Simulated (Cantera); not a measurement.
# Roasting and sulfation: MgCO3 + SO3 + H2O

A closed system holds: 1 mol MgCO3, 0.055 mol SO3, 0.57 mol H2O, at 52000 Pa.

Equilibrium computed with Cantera from the NASA thermochemical tables; the gas is ideal and each condensed phase is pure. Candidate condensed phases: C, C6H6, C7H8, C8H18, H2O, H2SO4, Mg, MgCO3, MgO, Mg(OH)2, MgS, MgSO4, S; 130 gas species. Mutual solubility and eutectic melting of coexisting phases are not modelled. Kinetics and transport are ignored.

```tsv
T (°C)	x CO2	x H2O	x SO2	x O2	x SO3	x OH	x CO	n MgO(s)	n MgSO4(s)
475	0.637	0.363	1.75e-8	8.74e-9	1.13e-10	5.14e-12	6.00e-12	0.945	0.0550
575	0.637	0.363	2.14e-6	1.07e-6	2.38e-8	3.70e-10	1.17e-10	0.945	0.0550
675	0.637	0.363	9.26e-5	4.63e-5	1.56e-6	1.08e-8	1.22e-9	0.945	0.0549
775	0.635	0.362	0.00191	0.000957	4.51e-5	1.64e-7	8.22e-9	0.948	0.0519
875	0.615	0.350	0.0229	0.0114	0.000704	1.52e-6	3.87e-8	0.983	0.0166
975	0.605	0.345	0.0328	0.0164	0.000535	6.48e-6	3.39e-7	1.00	0
1075	0.605	0.345	0.0330	0.0165	0.000272	2.08e-5	2.52e-6	1.00	0
1175	0.605	0.345	0.0331	0.0166	0.000151	5.67e-5	1.42e-5	1.00	0
```
x: gas mole fraction; n: condensed amount in mol.

From 475 °C to 875 °C the condensed part is MgO(s) + MgSO4(s). From 975 °C to 1175 °C the condensed part is MgO(s).
